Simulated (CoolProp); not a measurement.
Values from CoolProp's reference Helmholtz-energy equation of state, Gedanitz 2015.

**Question.** For cyclopentane, give the phase and the speed of sound (m/s), Joule-Thomson coefficient (K/MPa), conductivity (mW/(m K)) at 243.85 °C and 0.101 MPa; 270.25 °C and 0.101 MPa; 276.85 °C and 0.101 MPa.

**Answer.** 
- 243.85 °C and 0.101 MPa: gas; speed of sound 253, Joule-Thomson coefficient 6.78, conductivity 38.1
- 270.25 °C and 0.101 MPa: gas; speed of sound 259, Joule-Thomson coefficient 5.85, conductivity 41.9
- 276.85 °C and 0.101 MPa: gas; speed of sound 261, Joule-Thomson coefficient 5.65, conductivity 42.9

Thermal conductivity comes from a separate model (Vassiliou 2015).
